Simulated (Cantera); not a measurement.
Feed: 1 mol Cr2O3, 0.33 mol H2, held at 0.840 bar.

These are equilibrium values from Cantera (NASA tables, ideal gas, pure condensed phases), not measurements of a reactor. Candidate condensed phases: Cr, Cr2O3, H2O; 13 gas species. Mutual solubility and eutectic melting of coexisting phases are not modelled. Rates play no part.

Problem. At 1300 °C, list the 3 most abundant gas species with their mole fractions, and the condensed phases.

Solution. H2 0.998, H2O 0.00196, H 4.43e-5. Condensed: Cr(s) + Cr2O3(s).
